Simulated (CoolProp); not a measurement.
Saturation properties of R22 (Tc = 369.3 K, pc = 49.90 bar, ω = 0.221).

Computed with CoolProp (reference Helmholtz-energy equation of state, Kamei 1995).

| T (K) | p (bar) | vapour density (kg/m³) | enthalpy of vaporisation (kJ/kg) | surface tension (mN/m) | liquid viscosity (µPa s) | liquid conductivity (mW/(m K)) |
|---|---|---|---|---|---|---|
| 239.6 | 1.407 | 6.396 | 229.1 | 17.1 | 260 | 111 |
| 249 | 2.084 | 9.251 | 222.9 | 15.6 | 230 | 106 |
| 258.5 | 3.000 | 13.06 | 216.2 | 14.1 | 204 | 102 |
| 267.9 | 4.182 | 17.94 | 209.2 | 12.6 | 182 | 97.9 |
| 277.4 | 5.705 | 24.23 | 201.6 | 11.2 | 162 | 93.7 |
| 286.8 | 7.589 | 32.08 | 193.5 | 9.76 | 145 | 89.6 |
| 296.3 | 9.928 | 42.02 | 184.6 | 8.38 | 130 | 85.3 |
| 305.7 | 12.73 | 54.31 | 174.9 | 7.05 | 116 | 81.2 |
| 315.2 | 16.12 | 69.85 | 164.2 | 5.76 | 104 | 76.9 |

It boils at 232.3 K under 1 atm.

Viscosity comes from a separate model (Bell 2016), an estimate that may be off by 10 % or more. Thermal conductivity comes from a separate model (McLinden 2000), an estimate that may be off by 10 % or more. Surface tension comes from a separate correlation (Mulero 2012).
